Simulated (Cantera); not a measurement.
Input (Python, Cantera):

```python
import numpy as np
import cantera as ct

gas = ct.Solution("gri30.yaml")
gas.TPX = 600, 270000, {'CH4': 1, 'CO': 1.2, 'O2': 1.73, 'N2': 16.3}
inlet = ct.Reservoir(gas, clone=True)
gas.equilibrate("HP")  # start burning
reactor = ct.IdealGasConstPressureReactor(gas, energy="on", clone=False)
exhaust = ct.Reservoir(gas, clone=True)
tau = [0.076, 0.021, 0.006, 0.0017, 0.00048, 0.00014, 3.8e-05, 1.1e-05, 3.1e-06][0]
for a, b in ((inlet, reactor), (reactor, exhaust)):
    ct.MassFlowController(a, b, mdot=lambda t: reactor.mass / tau)
net = ct.ReactorNet([reactor])
show = ['CH4', 'CO', 'O2', 'C2H', 'H', 'CH2']

rows = []
print(f"{'tau/s':>10s}{'T/K':>9s}" + "".join(f"{s:>11s}" for s in show))
for tau in [0.076, 0.021, 0.006, 0.0017, 0.00048, 0.00014, 3.8e-05, 1.1e-05, 3.1e-06]:
    net.initial_time = 0.0
    net.advance(30 * tau)
    before = gas.X
    net.advance(40 * tau)
    drift = np.max(np.abs(gas.X - before) / (gas.X + 1e-9))
    rows.append([gas.T, *gas[show].X, drift])
    print(f"{tau:10.3e}{gas.T:9.1f}" + "".join(f"{x:11.3e}" for x in gas[show].X))
```

It prints:

```
     tau/s      T/K        CH4         CO         O2        C2H          H        CH2
 7.600e-02   1533.8  3.392e-03  5.294e-02  2.449e-03  2.481e-09  2.111e-05  8.577e-08
 2.100e-02   1487.8  3.857e-03  5.907e-02  5.744e-03  2.123e-09  3.209e-05  1.579e-07
 6.000e-03    600.0  4.943e-02  5.932e-02  8.552e-02 -1.252e-40  3.986e-19  3.896e-30
 1.700e-03    600.0  4.943e-02  5.932e-02  8.552e-02 -1.636e-43  3.915e-19  1.072e-30
 4.800e-04    600.0  4.943e-02  5.932e-02  8.552e-02  6.400e-45  3.740e-19  1.814e-31
 1.400e-04    600.0  4.943e-02  5.932e-02  8.552e-02 -2.870e-48  3.259e-19  6.023e-32
 3.800e-05    600.0  4.943e-02  5.932e-02  8.552e-02  1.378e-50  2.166e-19  1.149e-32
 1.100e-05    600.0  4.943e-02  5.932e-02  8.552e-02  3.982e-53  9.575e-20  5.921e-33
 3.100e-06    600.0  4.943e-02  5.932e-02  8.552e-02  1.948e-55  2.517e-20  1.771e-33
```

Cantera simulation using GRI-Mech 3.0 (53 species, 325 reactions); the numbers are that mechanism's predictions, not measurements.
